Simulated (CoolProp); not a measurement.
Vapour-liquid equilibrium of R134a (1) + R141b (2) at 1.52 bar; x and y are mole fractions of (1).

Computed with CoolProp (multi-fluid Helmholtz-energy mixture model, Tillner-Roth 1994 and Lemmon 2006; pair parameters Bell 2016).

```tsv
x	bubble temperature, mixture model (K)	bubble temperature, Raoult's law (K)	y, mixture model	y, Raoult's law
0.05	304.7	308.4	0.364	0.293
0.2	282.9	290.5	0.759	0.692
0.35	272.5	279.4	0.869	0.841
0.5	266.7	271.7	0.915	0.914
0.65	263.0	265.9	0.943	0.954
0.8	260.1	261.3	0.965	0.979
0.95	257.3	257.5	0.990	0.996
```

The largest gap from Raoult's law is -7.6 K in bubble temperature, at x = 0.2. No azeotrope shows between x = 0.05 and 0.95.

Pair parameters are fitted to limited data, so mixtures are less certain than the pure fluids.
